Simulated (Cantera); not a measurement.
Feed: 1 mol C₃H₈, 15 mol H₂, held at 377 °C and 13300 Pa.

These are equilibrium values from Cantera (NASA tables, ideal gas, pure condensed phases), not measurements of a reactor. Candidate condensed phases: C, C₆H₆, C₇H₈, C₈H₁₈; 76 gas species. Rates play no part.

Base state: H₂ 0.812, CH₄ 0.188 (mole fractions); condensed: gas only.

What changes in the equilibrium state with this change: temperature from 377 °C to 2050 °C?


```json
[
 {"species": "H₂", "before": "0.812", "after": "0.966"},
 {"species": "H", "before": "<1e-9", "after": "0.0293"},
 {"species": "C₂H₂ (acetylene)", "before": "<1e-9", "after": "0.00468"},
 {"species": "CH₄", "before": "0.188", "after": "2.55e-5"},
 {"species": "CH₃", "before": "<1e-9", "after": "1.45e-5"},
 {"species": "C(graphite), mol", "before": "0", "after": "2.82"}
]
```
